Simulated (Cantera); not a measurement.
An isothermal, constant-pressure homogeneous reactor starts with CH₄ : CO₂ : H₂ = 1 : 0.78 : 0.88 (molar parts), at 1825 K and 1.60 bar. Integrator tolerance rtol = 1e-08.

Model: GRI-Mech 3.0 (53 species, 325 reactions), integrated in Cantera.

**Question.** What does this change do: temperature 1825 to 1575 K?

**Answer.** 
```
quantity                                              before                                    after
-----------------  -----------------------------------------  ---------------------------------------
x(CH₄) at 40.0 s     0.00551 (gas-phase equilibrium 0.00551)    0.0347 (gas-phase equilibrium 0.0288)
x(CO₂) at 40.0 s     9.85e-7 (gas-phase equilibrium 9.95e-7)  0.00298 (gas-phase equilibrium 2.62e-6)
x(H₂) at 40.0 s          0.619 (gas-phase equilibrium 0.619)      0.581 (gas-phase equilibrium 0.598)
x(CO) at 40.0 s          0.353 (gas-phase equilibrium 0.353)      0.350 (gas-phase equilibrium 0.362)
x(CH₃) at 40.0 s     4.94e-5 (gas-phase equilibrium 4.94e-5)  3.06e-5 (gas-phase equilibrium 2.50e-5)
x(H) at 40.0 s     0.000276 (gas-phase equilibrium 0.000276)  2.52e-5 (gas-phase equilibrium 2.56e-5)
x(C₂H₂) at 40.0 s      0.0217 (gas-phase equilibrium 0.0217)   0.0154 (gas-phase equilibrium 0.00983)
```
